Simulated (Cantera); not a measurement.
A Cantera script and its output.

```python
import numpy as np
import cantera as ct

gas = ct.Solution("gri30.yaml")


def delay(T, t_max=10):
    gas.TPX = T, 101325, {'H2': 1, 'O2': 0.417, 'N2': 1.57, 'NO': 0.011}
    reactor = ct.IdealGasReactor(gas, clone=False)
    net = ct.ReactorNet([reactor])
    net.rtol, net.atol = 1e-8, 1e-16
    while net.time < t_max:
        t_old, T_old = net.time, reactor.T
        net.step()
        if reactor.T > T + 400:  # ignition: a rise of 400 K
            return t_old + (T + 400 - T_old) / (reactor.T - T_old) * (net.time - t_old)
    return np.nan


taus = []
for T in [1025, 1100, 1175, 1250, 1325, 1400, 1475]:
    taus.append(delay(T))
    print(f"T0 = {T:6g} K   tau = {taus[-1]:.4e} s")
```

It prints:

```
T0 =   1025 K   tau = 1.4353e-04 s
T0 =   1100 K   tau = 7.9914e-05 s
T0 =   1175 K   tau = 5.0051e-05 s
T0 =   1250 K   tau = 3.4201e-05 s
T0 =   1325 K   tau = 2.4994e-05 s
T0 =   1400 K   tau = 1.9339e-05 s
T0 =   1475 K   tau = 1.5771e-05 s
```

Computed with Cantera and GRI-Mech 3.0 (53 species, 325 reactions). The mechanism lacks 2 NO + O2 → 2 NO2 and HONO, so NO2 and the effect of NO are under-described below about 1400 K. Where the delays flatten at high temperature, the 400 K rule measures the pace of heat release, not the induction time.
